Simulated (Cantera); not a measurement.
Feed: 1 mol TiO2, 2.8 mol CH4, 0.88 mol CO, at 2600 K and 2.10 bar.

These are equilibrium values from Cantera (NASA tables, ideal gas, pure condensed phases), not measurements of a reactor. Candidate condensed phases: C, C6H6, C7H8, C8H18, H2O, Ti, TiC, TiO, TiO2, Ti2O3, Ti3O5, Ti4O7; 113 gas species. Mutual solubility and eutectic melting of coexisting phases are not modelled. TiC, TiO: taken at fixed stoichiometry. Condensed phases not in the tables: solid solutions among these carbides, nitrides and lower oxides. Kinetics and transport are ignored.

Base state: H2 0.650, CO 0.328, H 0.0214, H2O 0.000425, TiO 0.000370, Ti 0.000131, CO2 3.32e-5 (mole fractions); condensed: TiC(s) + TiO(l).

Problem. What changes in the equilibrium state with this change: temperature from 2600 K to 1725 K?

Solution. 
```json
[
 {"species": "H2", "before": "0.650", "after": "0.669"},
 {"species": "CO", "before": "0.328", "after": "0.330"},
 {"species": "H2O", "before": "0.000425", "after": "0.000539"},
 {"species": "H", "before": "0.0214", "after": "0.000105"},
 {"species": "TiO", "before": "0.000370", "after": "<1e-9"},
 {"species": "Ti", "before": "0.000131", "after": "<1e-9"},
 {"species": "CH4", "before": "2.30e-6", "after": "0.000340"},
 {"species": "CO2", "before": "3.32e-5", "after": "7.55e-5"},
 {"species": "TiC(s), mol", "before": "0.901", "after": "0.921"},
 {"species": "TiO(l), mol", "before": "0.0944", "after": "0"},
 {"species": "Ti2O3(s), mol", "before": "0", "after": "0.0396"}
]
```
TiC: taken at fixed stoichiometry.
